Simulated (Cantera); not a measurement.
A Cantera script and what it prints.

```python
import numpy as np
import cantera as ct

gas_names = [...]  # 114 gases of nasa_gas.yaml made of C, Fe, H, O
cond_names = """
    C(gr) C6H6(L) C7H8(L) C8H18(L),n-octa Fe(a) Fe(c) Fe(d) Fe(L) FeC5O5(L) FeO(s) FeO(L) Fe(OH)2(s)
    Fe(OH)3(s) Fe2O3(s) Fe3O4(s) H2O(s) H2O(L)
""".split()


# ... load() reads the species with a 1 bar reference pressure and builds the phases ...
atoms = {
    'Fe3O4': {'Fe': 3, 'O': 4},
    'C': {'C': 1},
    'H2': {'H': 2},
}
top_T = {'C(gr)': 4500, 'Fe2O3(s)': 1830, 'Fe3O4(s)': 1870}  # K; cautious upper limits of use, not melting points


# ... equilibrate(T, P, feed) seeds the gas with the atoms and calls Mixture.equilibrate('TP', solver="vcs", rtol=1e-11, max_steps=5000) ...
results = []
P = 1333.22  # Pa
for T in [1773, 1823, 1873, 1923, 1973, 2023, 2073, 2123, 2173, 2223, 2273, 2323, 2373, 2423]:
    for m in [1, 2, 2.9, 3.9, 4.8, 5.8, 6.7, 7.7, 8.6]:
        feed = {'Fe3O4': 1, 'C': 0.79, 'H2': m}  # mol
        mix = equilibrate(T, P, feed)
        results.append((T, P, feed, dict(zip(mix.species_names, mix.species_moles))))

for T, P, feed, n in results:
    print(f"{T:7g} {feed['H2']:10.4g}  " + (" + ".join(c for c in cond_names if n.get(c, 0) > 1e-12) or "gas only"))
```

Result:

```
   1773          1  Fe(d) + FeO(L)
   1773          2  Fe(d) + FeO(L)
   1773        2.9  Fe(d) + FeO(L)
   1773        3.9  Fe(d) + FeO(L)
   1773        4.8  Fe(d) + FeO(L)
   1773        5.8  Fe(d) + FeO(L)
   1773        6.7  Fe(d) + FeO(L)
   1773        7.7  Fe(d) + FeO(L)
   1773        8.6  Fe(d) + FeO(L)
   1823          1  Fe(L) + FeO(L)
   1823          2  Fe(L) + FeO(L)
   1823        2.9  Fe(L) + FeO(L)
   1823        3.9  Fe(L) + FeO(L)
   1823        4.8  Fe(L) + FeO(L)
   1823        5.8  Fe(L) + FeO(L)
   1823        6.7  Fe(L) + FeO(L)
   1823        7.7  Fe(L) + FeO(L)
   1823        8.6  Fe(L) + FeO(L)
   1873          1  Fe(L) + FeO(L)
   1873          2  Fe(L) + FeO(L)
   1873        2.9  Fe(L) + FeO(L)
   1873        3.9  Fe(L) + FeO(L)
   1873        4.8  Fe(L) + FeO(L)
   1873        5.8  Fe(L) + FeO(L)
   1873        6.7  Fe(L) + FeO(L)
   1873        7.7  Fe(L) + FeO(L)
   1873        8.6  Fe(L) + FeO(L)
   1923          1  Fe(L) + FeO(L)
   1923          2  Fe(L) + FeO(L)
   1923        2.9  Fe(L) + FeO(L)
   1923        3.9  Fe(L) + FeO(L)
   1923        4.8  Fe(L) + FeO(L)
   1923        5.8  Fe(L) + FeO(L)
   1923        6.7  Fe(L) + FeO(L)
   1923        7.7  Fe(L) + FeO(L)
   1923        8.6  Fe(L) + FeO(L)
   1973          1  Fe(L) + FeO(L)
   1973          2  Fe(L) + FeO(L)
   1973        2.9  Fe(L) + FeO(L)
   1973        3.9  Fe(L) + FeO(L)
   1973        4.8  Fe(L) + FeO(L)
   1973        5.8  Fe(L) + FeO(L)
   1973        6.7  Fe(L) + FeO(L)
   1973        7.7  Fe(L) + FeO(L)
   1973        8.6  Fe(L) + FeO(L)
   2023          1  Fe(L) + FeO(L)
   2023          2  Fe(L) + FeO(L)
   2023        2.9  Fe(L) + FeO(L)
   2023        3.9  Fe(L) + FeO(L)
   2023        4.8  Fe(L) + FeO(L)
   2023        5.8  Fe(L) + FeO(L)
   2023        6.7  Fe(L) + FeO(L)
   2023        7.7  Fe(L) + FeO(L)
   2023        8.6  Fe(L) + FeO(L)
   2073          1  Fe(L) + FeO(L)
   2073          2  Fe(L) + FeO(L)
   2073        2.9  Fe(L) + FeO(L)
   2073        3.9  Fe(L) + FeO(L)
   2073        4.8  Fe(L) + FeO(L)
   2073        5.8  Fe(L) + FeO(L)
   2073        6.7  Fe(L) + FeO(L)
   2073        7.7  Fe(L) + FeO(L)
   2073        8.6  Fe(L) + FeO(L)
   2123          1  FeO(L)
   2123          2  Fe(L) + FeO(L)
   2123        2.9  Fe(L) + FeO(L)
   2123        3.9  Fe(L) + FeO(L)
   2123        4.8  Fe(L) + FeO(L)
   2123        5.8  Fe(L) + FeO(L)
   2123        6.7  Fe(L) + FeO(L)
   2123        7.7  Fe(L) + FeO(L)
   2123        8.6  Fe(L) + FeO(L)
   2173          1  FeO(L)
   2173          2  FeO(L)
   2173        2.9  Fe(L) + FeO(L)
   2173        3.9  Fe(L) + FeO(L)
   2173        4.8  Fe(L) + FeO(L)
   2173        5.8  Fe(L) + FeO(L)
   2173        6.7  Fe(L) + FeO(L)
   2173        7.7  Fe(L) + FeO(L)
   2173        8.6  Fe(L) + FeO(L)
   2223          1  FeO(L)
   2223          2  FeO(L)
   2223        2.9  FeO(L)
   2223        3.9  FeO(L)
   2223        4.8  FeO(L)
   2223        5.8  FeO(L)
   2223        6.7  FeO(L)
   2223        7.7  FeO(L)
   2223        8.6  FeO(L)
   2273          1  FeO(L)
   2273          2  FeO(L)
   2273        2.9  FeO(L)
   2273        3.9  FeO(L)
   2273        4.8  FeO(L)
   2273        5.8  FeO(L)
   2273        6.7  FeO(L)
   2273        7.7  gas only
   2273        8.6  gas only
   2323          1  FeO(L)
   2323          2  FeO(L)
   2323        2.9  FeO(L)
   2323        3.9  FeO(L)
   2323        4.8  FeO(L)
   2323        5.8  FeO(L)
   2323        6.7  gas only
   2323        7.7  gas only
   2323        8.6  gas only
   2373          1  FeO(L)
   2373          2  FeO(L)
   2373        2.9  FeO(L)
   2373        3.9  FeO(L)
   2373        4.8  FeO(L)
   2373        5.8  gas only
   2373        6.7  gas only
   2373        7.7  gas only
   2373        8.6  gas only
   2423          1  FeO(L)
   2423          2  FeO(L)
   2423        2.9  FeO(L)
   2423        3.9  FeO(L)
   2423        4.8  gas only
   2423        5.8  gas only
   2423        6.7  gas only
   2423        7.7  gas only
   2423        8.6  gas only
```

Equilibrium computed with Cantera from the NASA thermochemical tables; the gas is ideal and each condensed phase is pure. Each liquid is taken as pure. Mutual solubility and eutectic melting of coexisting phases are not modelled. The tables' stoichiometric FeO is somewhat more stable than real wüstite, so its field is too wide. FeO: taken at fixed stoichiometry.
